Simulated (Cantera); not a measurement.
A freely propagating, adiabatic, planar premixed flame of CH₃OH : O₂ : N₂ : H₂O = 1 : 1.25 : 4.75 : 1.1 (molar parts), unburnt at 550 K and 101000 Pa; mixture-averaged transport, grid criteria slope 0.08 and curve 0.16, no radiation.

Model: GRI-Mech 3.0 (53 species, 325 reactions), integrated in Cantera. GRI-Mech 3.0 was tuned for natural gas; its chemistry of methanol as a main component is partial and can be far from experiment. Burning velocities carry a grid error of a few per cent, more on coarse grids.

x: mole fraction of selected species; z is measured from the peak of heat release.

| z (mm) | T (K) | u (m/s) | x CH₃OH | x O₂ | x H₂O | x C₂H₆ | x CH₂CO | x NO₂ |
|---|---|---|---|---|---|---|---|---|
| -0.897 | 550 | 1.02 | 0.123 | 0.154 | 0.135 | <1e-8 | <1e-8 | <1e-8 |
| -0.598 | 552 | 1.03 | 0.123 | 0.153 | 0.135 | <1e-8 | <1e-8 | <1e-8 |
| -0.448 | 561 | 1.05 | 0.122 | 0.152 | 0.136 | <1e-8 | <1e-8 | <1e-8 |
| -0.299 | 616 | 1.17 | 0.117 | 0.146 | 0.144 | 2.15e-8 | 1.06e-7 | 2.10e-8 |
| -0.149 | ? | 1.78 | ? | ? | ? | ? | ? | 1.16e-7 |
| -0.0747 | ? | 2.49 | ? | ? | ? | ? | ? | 1.23e-7 |
| 0 | 1579 | 3.30 | 0.00804 | 0.0534 | 0.269 | 1.03e-6 | 8.04e-6 | 1.93e-8 |
| 0.0747 | 1714 | 3.59 | 9.96e-5 | 0.0313 | 0.292 | 8.17e-8 | 1.89e-6 | <1e-8 |
| 0.149 | 1767 | 3.69 | 4.01e-7 | 0.0191 | 0.300 | <1e-8 | 1.20e-7 | <1e-8 |
| 0.299 | 1834 | 3.80 | <1e-8 | 0.0104 | 0.303 | <1e-8 | <1e-8 | <1e-8 |
| 0.598 | 1908 | 3.92 | <1e-8 | 0.00648 | 0.305 | <1e-8 | <1e-8 | <1e-8 |
| 1.20 | 1977 | 4.05 | <1e-8 | 0.00399 | 0.311 | <1e-8 | <1e-8 | <1e-8 |
| 2.39 | 2033 | 4.14 | <1e-8 | 0.00212 | 0.317 | <1e-8 | <1e-8 | <1e-8 |

Q: Fill in the missing entries.

A: 
- -0.149, T (K): 906
- -0.149, x CH₃OH: 0.0907
- -0.149, x O₂: 0.120
- -0.149, x H₂O: 0.181
- -0.149, x C₂H₆: 2.39e-7
- -0.149, x CH₂CO: 1.34e-6
- -0.0747, T (K): 1229
- -0.0747, x CH₃OH: 0.0520
- -0.0747, x O₂: 0.0889
- -0.0747, x H₂O: 0.221
- -0.0747, x C₂H₆: 6.55e-7
- -0.0747, x CH₂CO: 3.88e-6
